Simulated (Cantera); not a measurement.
**Adiabatic ignition**

An adiabatic, constant-pressure homogeneous reactor starts with H₂ : O₂ : N₂ = 1 : 0.602 : 3.67 (molar parts), equivalence ratio 0.83, at 1025 K and 4.93 atm.

Computed with Cantera and GRI-Mech 3.0 (53 species, 325 reactions). The hydrogen kinetics of GRI-Mech 3.0 are dated; newer H2 mechanisms differ, most at raised pressure.

| t (s) | T (K) | x H₂ | x O₂ | x NO | x O | x NO₂ | x H₂O₂ |
|---|---|---|---|---|---|---|---|
| 5.00e-6 | 1025 | 0.190 | 0.114 | <1e-12 | 1.81e-11 | <1e-12 | 3.94e-12 |
| 1.82e-5 | 1025 | 0.190 | 0.114 | <1e-12 | 1.91e-11 | <1e-12 | 6.10e-11 |
| 6.60e-5 | 1025 | 0.190 | 0.114 | <1e-12 | 2.16e-11 | <1e-12 | 8.47e-10 |
| 0.000240 | 1025 | 0.190 | 0.114 | <1e-12 | 3.32e-11 | <1e-12 | 1.14e-8 |
| 0.000871 | 1025 | 0.190 | 0.114 | <1e-12 | 1.26e-10 | <1e-12 | 1.77e-7 |
| 0.00316 | 1025 | 0.190 | 0.114 | <1e-12 | 4.57e-9 | <1e-12 | 1.36e-5 |
| 0.0115 | 2353 | 0.00180 | 0.0204 | 0.000914 | 0.000431 | 6.66e-7 | 3.30e-7 |
| 0.0417 | 2346 | 0.00181 | 0.0189 | 0.00414 | 0.000400 | 2.92e-6 | 3.12e-7 |
| 0.152 | 2345 | 0.00181 | 0.0184 | 0.00503 | 0.000391 | 3.52e-6 | 3.07e-7 |
| 0.551 | 2345 | 0.00181 | 0.0184 | 0.00504 | 0.000391 | 3.52e-6 | 3.07e-7 |
| 2.00 | 2345 | 0.00181 | 0.0184 | 0.00504 | 0.000391 | 3.52e-6 | 3.07e-7 |
x: mole fraction; the columns are a selection and need not sum to one.

The time of steepest temperature rise is 7.30 ms and the temperature at 2.00 s is 2345 K. The equilibrium temperature is 2345 K and the x(H₂) at 2.00 s is 0.00181 (gas-phase equilibrium 0.00181). The x(O₂) at 2.00 s comes out as 0.0184 (gas-phase equilibrium 0.0184) and the x(NO) at 2.00 s is 0.00504 (gas-phase equilibrium 0.00504).
